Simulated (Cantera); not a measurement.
Metals in furnace atmospheres: Ti + O₂ + H₂

Feed: 1 mol Ti, 2 mol O₂, 13 mol H₂, held at 29.0 mbar.

Method: chemical equilibrium by Gibbs-energy minimisation in Cantera with the NASA 1993 tables (ideal gas, pure condensed phases). Candidate condensed phases: H₂O, Ti, TiO, TiO₂, Ti₂O₃, Ti₃O₅, Ti₄O₇; 12 gas species. Condensed phases not in the tables: Magnéli phases beyond Ti₄O₇. The numbers say what is thermodynamically allowed, not how fast it happens.

From 852 °C to 1602 °C the condensed part is TiO₂(rutile). At 1677 °C the condensed part is Ti₄O₇(l).

| T (°C) | log p H₂ | log p H₂O | log p H | log p OH | log p TiO₂ | log p O | log p TiO | n TiO₂(rutile) | n Ti₄O₇(l) |
|---|---|---|---|---|---|---|---|---|---|
| 852 | -1.61 | -2.35 | -8.16 | -11.18 | <-13 | <-13 | <-13 | 1.00 | 0 |
| 927 | -1.61 | -2.35 | -7.51 | -10.35 | <-13 | <-13 | <-13 | 1.00 | 0 |
| 1002 | -1.61 | -2.35 | -6.94 | -9.61 | <-13 | <-13 | <-13 | 1.00 | 0 |
| 1077 | -1.61 | -2.35 | -6.43 | -8.96 | <-13 | <-13 | <-13 | 1.00 | 0 |
| 1152 | -1.61 | -2.35 | -5.97 | -8.37 | -13.13 | -12.78 | <-13 | 1.00 | 0 |
| 1227 | -1.61 | -2.35 | -5.56 | -7.84 | -12.00 | -11.86 | <-13 | 1.00 | 0 |
| 1302 | -1.61 | -2.35 | -5.19 | -7.37 | -10.98 | -11.02 | -12.87 | 1.00 | 0 |
| 1377 | -1.61 | -2.35 | -4.85 | -6.93 | -10.05 | -10.26 | -11.78 | 1.00 | 0 |
| 1452 | -1.61 | -2.35 | -4.54 | -6.54 | -9.21 | -9.56 | -10.79 | 1.00 | 0 |
| 1527 | -1.61 | -2.35 | -4.25 | -6.17 | -8.43 | -8.92 | -9.88 | 1.000 | 0 |
| 1602 | -1.61 | -2.35 | -3.99 | -5.84 | -7.72 | -8.34 | -9.04 | 1.000 | 0 |
| 1677 | -1.62 | -2.30 | -3.75 | -5.47 | -7.08 | -7.73 | -8.34 | 0 | 0.250 |
log p: log10 of the partial pressure in bar; n: condensed amount in mol.
